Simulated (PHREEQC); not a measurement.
Ca(OH)2 is added in steps, without added water, to 1 kg of water holding 0.0072 mol/kgw H2SO4 and 0.028 mol/kgw KH2PO4, at 25 °C. O2 is buffered at 0.21 atm. No CO2 enters from the air. The run lets Gypsum, Portlandite, Hydroxyapatite precipitate or redissolve, and no other solid.

Base run: PHREEQC, ion-association model, wateq4f.dat. Each further column changes one thing. The table gives pH.

```
Ca(OH)2 added (mol)  base  temperature from 25 to 10 °C  KH2PO4 replaced by Na2HPO4 at the same molality  diluted 100-fold with water  no solid may form
-------------------  ----  ----------------------------  -----------------------------------------------  ---------------------------  -----------------
0                    2.43                          2.37                                             6.87                         3.87               2.43
0.00175              2.57                          2.51                                             6.98                        11.39               2.57
0.0035               2.76                          2.70                                             7.09                        11.73               2.76
0.007                4.02                          3.97                                             7.37                        12.04               4.02
0.00875              5.24                          5.42                                             7.58                        12.13               5.87
0.0105               5.28                          5.46                                             7.94                        12.20               6.25
0.01225              5.32                          5.51                                             9.90                        12.26               6.50
0.01575              5.44                          5.62                                            11.11                        12.36               6.91
0.0175               5.51                          5.69                                            11.32                        12.40               7.13
0.01925              5.59                          5.77                                            11.48                        12.44               7.41
0.021                5.70                          5.87                                            11.61                        12.47               7.76
0.0245               6.02                          6.15                                            11.82                        12.47               8.43
0.02625              6.24                          6.33                                            11.91                        12.47               8.68
0.028                6.47                          6.54                                            11.99                        12.47               8.89
```

H3PO4, which wateq4f.dat lacks, is added to it with the constant of phreeqc.dat. Constants without temperature data keep their 25 °C values here. In at least one series the solution becomes supersaturated in solids that the run did not let form, among them Hydroxyapatite. Solids allowed in the column 'KH2PO4 replaced by Na2HPO4 at the same molality': Gypsum, Portlandite, Hydroxyapatite, Mirabilite.
